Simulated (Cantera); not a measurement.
Feed: 1 mol SiCl₄, 1.3 mol HCl, 0.48 mol H₂, 2.8 mol Cl₂, held at 1675 K and 1.00 bar.

Cantera equilibrium calculation (NASA polynomials, part measured and part estimated; ideal gas, pure solids and liquids). Candidate condensed phases: Si; 19 gas species. The tables' values for SiCl₃ are old estimates; treat these amounts as uncertain. Rates play no part.

Base state: HCl 0.385, Cl₂ 0.346, SiCl₄ 0.170, Cl 0.0988, SiCl₃ 8.23e-5 (mole fractions); condensed: gas only.

What changes in the equilibrium state with this change: temperature from 1675 K to 1623 K?


```tsv
species	before	after
HCl	0.385	0.390
Cl₂	0.346	0.362
SiCl₄	0.170	0.172
Cl	0.0988	0.0757
SiCl₃	8.23e-5	4.42e-5
```

What changes in the equilibrium state with this change: temperature from 1675 K to 1300 K?


| species | before | after |
|---|---|---|
| Cl₂ | 0.346 | 0.410 |
| HCl | 0.385 | 0.403 |
| SiCl₄ | 0.170 | 0.178 |
| Cl | 0.0988 | 0.00794 |
| SiCl₃ | 8.23e-5 | 3.18e-7 |

What changes in the equilibrium state with this change: temperature from 1675 K to 1525 K?


```json
[
 {"species": "HCl", "before": "0.385", "after": "0.396"},
 {"species": "Cl₂", "before": "0.346", "after": "0.385"},
 {"species": "SiCl₄", "before": "0.170", "after": "0.175"},
 {"species": "Cl", "before": "0.0988", "after": "0.0428"},
 {"species": "SiCl₃", "before": "8.23e-5", "after": "1.23e-5"}
]
```
